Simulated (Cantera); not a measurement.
An adiabatic, constant-pressure homogeneous reactor starts with CO : H₂ : O₂ : N₂ : CO₂ = 1 : 0.11 : 1.54 : 5.8 : 1.6 (molar parts), equivalence ratio 0.36, at 1600 K and 0.210 bar. Integrator tolerance rtol = 1e-08.

Detailed kinetics in Cantera: GRI-Mech 3.0 (53 species, 325 reactions).

Task: What does this change do: pressure from 0.210 bar to 1.01 bar?

Result: 
```tsv
quantity	before	after
time of steepest temperature rise	0.192 ms	42.3 µs
temperature at 2.00 s	2230 K	2270 K
equilibrium temperature	2230 K	2270 K
x(CO) at 2.00 s	0.0130 (gas-phase equilibrium 0.0130)	0.00794 (gas-phase equilibrium 0.00794)
x(H₂) at 2.00 s	9.56e-5 (gas-phase equilibrium 9.55e-5)	5.76e-5 (gas-phase equilibrium 5.76e-5)
x(O₂) at 2.00 s	0.104 (gas-phase equilibrium 0.104)	0.102 (gas-phase equilibrium 0.102)
x(NO) at 2.00 s	0.00827 (gas-phase equilibrium 0.00832)	0.00899 (gas-phase equilibrium 0.00899)
x(H₂O) at 2.00 s	0.0102 (gas-phase equilibrium 0.0102)	0.0106 (gas-phase equilibrium 0.0106)
x(CO₂) at 2.00 s	0.259 (gas-phase equilibrium 0.259)	0.264 (gas-phase equilibrium 0.264)
```
